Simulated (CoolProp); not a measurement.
Vapour-liquid equilibrium of R22 (1) + R152A (2) at 367 kPa; x and y are mole fractions of (1).

Values from CoolProp's multi-fluid Helmholtz-energy mixture model, Kamei 1995 and Outcalt 1996; pair parameters Bell 2016.

```json
[
 {"x": "0.05", "bubble temperature, mixture model (K)": "281.8", "bubble temperature, Raoult's law (K)": "281.5", "y, mixture model": "0.075", "y, Raoult's law": "0.088"},
 {"x": "0.2", "bubble temperature, mixture model (K)": "279.1", "bubble temperature, Raoult's law (K)": "278.0", "y, mixture model": "0.284", "y, Raoult's law": "0.317"},
 {"x": "0.35", "bubble temperature, mixture model (K)": "276.3", "bubble temperature, Raoult's law (K)": "274.9", "y, mixture model": "0.471", "y, Raoult's law": "0.502"},
 {"x": "0.5", "bubble temperature, mixture model (K)": "273.5", "bubble temperature, Raoult's law (K)": "272.0", "y, mixture model": "0.635", "y, Raoult's law": "0.654"},
 {"x": "0.65", "bubble temperature, mixture model (K)": "270.6", "bubble temperature, Raoult's law (K)": "269.4", "y, mixture model": "0.774", "y, Raoult's law": "0.780"},
 {"x": "0.8", "bubble temperature, mixture model (K)": "267.7", "bubble temperature, Raoult's law (K)": "267.0", "y, mixture model": "0.888", "y, Raoult's law": "0.885"},
 {"x": "0.95", "bubble temperature, mixture model (K)": "265.0", "bubble temperature, Raoult's law (K)": "264.8", "y, mixture model": "0.976", "y, Raoult's law": "0.974"}
]
```

The largest gap from Raoult's law is +1.5 K in bubble temperature, at x = 0.5. No azeotrope shows between x = 0.05 and 0.95.

The pair parameters rest on a limited set of measurements; away from them the model extrapolates.
